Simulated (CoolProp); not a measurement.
Ethylene along the isobar 7160 kPa: density (kg/m³) from the reference equation and from simpler models built on Tc = 9.2 °C, pc = 5042 kPa, ω = 0.087; each cubic takes its own stable root.

Computed with CoolProp (reference Helmholtz-energy equation of state, Smukala 2000).

```csv
T (°C),phase,reference
3.55,liquid,373.9
15.05,supercritical,323.0
26.65,supercritical,222.3
38.15,supercritical,149.4
49.75,supercritical,122.1
61.25,supercritical,107.0
72.85,supercritical,96.60
84.45,supercritical,88.86
95.95,supercritical,82.79
107.55,supercritical,77.75
119.05,supercritical,73.53
130.65,supercritical,69.86
142.15,supercritical,66.68
153.75,supercritical,63.83
165.25,supercritical,61.30
176.85,supercritical,59.00
```

Q: How far does each simpler model (van der Waals, Redlich-Kwong, Soave-Redlich-Kwong, Peng-Robinson) lie from the reference over these 16 states: mean and median of the absolute difference, and the worst?

A: 
- van der Waals: mean 8.0 %, median 4.8 %, worst -29.0 % at 3.55 °C and 7160 kPa
- Redlich-Kwong: mean 2.8 %, median 1.1 %, worst -13.6 % at 15.05 °C and 7160 kPa
- Soave-Redlich-Kwong: mean 3.8 %, median 1.7 %, worst -14.2 % at 15.05 °C and 7160 kPa
- Peng-Robinson: mean 2.5 %, median 2.1 %, worst -5.7 % at 15.05 °C and 7160 kPa
